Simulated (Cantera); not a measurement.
Input: 1 mol Si, 0.26 mol O2, 170 mol N2, at 0.00705 Torr.

Cantera equilibrium calculation (NASA polynomials, part measured and part estimated; ideal gas, pure solids and liquids). Candidate condensed phases: Si, SiO2, Si2N2O, Si3N4; 16 gas species. Kinetics and transport are ignored. All values below are at 1900 K.

Base state: N2 0.994, SiO 0.00304, Si 0.00280 (mole fractions); condensed: gas only.

Question: What changes in the equilibrium state with this change: pressure from 0.00705 Torr to 750 Torr?

Answer: 
| species | before | after |
|---|---|---|
| N2 | 0.994 | 0.999 |
| SiO | 0.00304 | 0.000503 |
| Si | 0.00280 | 1.50e-6 |
| Si2N2O(s), mol | 0 | 0.435 |
| Si3N4(s), mol | 0 | 0.0150 |
Mutual solubility and eutectic melting of coexisting phases are not modelled.

Question: What changes in the equilibrium state with this change: O2 from 0.26 to 0.034 mol?

Answer: 
| species | before | after |
|---|---|---|
| N2 | 0.994 | 0.994 |
| Si | 0.00280 | 0.00544 |
| SiO | 0.00304 | 0.000398 |
